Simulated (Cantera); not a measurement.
Gas mixture: N₂O : H₂O : N₂ = 0.25 : 0.53 : 0.52 (molar parts), at 9.00 Torr, frozen composition.

Cantera's kinetic-theory transport with the Lennard-Jones parameters of GRI-Mech 3.0, ideal gas; thermal conductivity in the multicomponent form. Polar gases are described roughly by these parameters.

D: mixture-averaged diffusion coefficient of that species in the mixture.

```json
[
 {"T (K)": "400", "ρ (kg/m³)": "0.00975", "cp (J/kg/K)": "1255", "μ (µPa s)": "18.6", "λ (mW/m/K)": "34.6", "Pr": "0.676", "D (cm²/s) OH": "45.1", "D (cm²/s) H₂O": "30.0", "D (cm²/s) C₂H₂": "22.9"},
 {"T (K)": "500", "ρ (kg/m³)": "0.00780", "cp (J/kg/K)": "1297", "μ (µPa s)": "22.6", "λ (mW/m/K)": "43.6", "Pr": "0.673", "D (cm²/s) OH": "66.8", "D (cm²/s) H₂O": "45.9", "D (cm²/s) C₂H₂": "34.5"},
 {"T (K)": "600", "ρ (kg/m³)": "0.00650", "cp (J/kg/K)": "1339", "μ (µPa s)": "26.4", "λ (mW/m/K)": "52.5", "Pr": "0.671", "D (cm²/s) OH": "91.7", "D (cm²/s) H₂O": "64.4", "D (cm²/s) C₂H₂": "48.0"},
 {"T (K)": "700", "ρ (kg/m³)": "0.00557", "cp (J/kg/K)": "1381", "μ (µPa s)": "[?]", "λ (mW/m/K)": "[?]", "Pr": "0.671", "D (cm²/s) OH": "[?]", "D (cm²/s) H₂O": "[?]", "D (cm²/s) C₂H₂": "[?]"},
 {"T (K)": "800", "ρ (kg/m³)": "0.00487", "cp (J/kg/K)": "1423", "μ (µPa s)": "33.3", "λ (mW/m/K)": "70.7", "Pr": "0.671", "D (cm²/s) OH": "150", "D (cm²/s) H₂O": "109", "D (cm²/s) C₂H₂": "79.9"},
 {"T (K)": "900", "ρ (kg/m³)": "0.00433", "cp (J/kg/K)": "1464", "μ (µPa s)": "[?]", "λ (mW/m/K)": "[?]", "Pr": "0.671", "D (cm²/s) OH": "[?]", "D (cm²/s) H₂O": "[?]", "D (cm²/s) C₂H₂": "[?]"}
]
```

Question: Some entries are withheld; supply them.

Answer: 
- 700, μ (µPa s): 29.9
- 700, λ (mW/m/K): 61.6
- 700, D (cm²/s) OH: 119
- 700, D (cm²/s) H₂O: 85.4
- 700, D (cm²/s) C₂H₂: 63.2
- 900, μ (µPa s): 36.6
- 900, λ (mW/m/K): 79.8
- 900, D (cm²/s) OH: 183
- 900, D (cm²/s) H₂O: 134
- 900, D (cm²/s) C₂H₂: 98.1
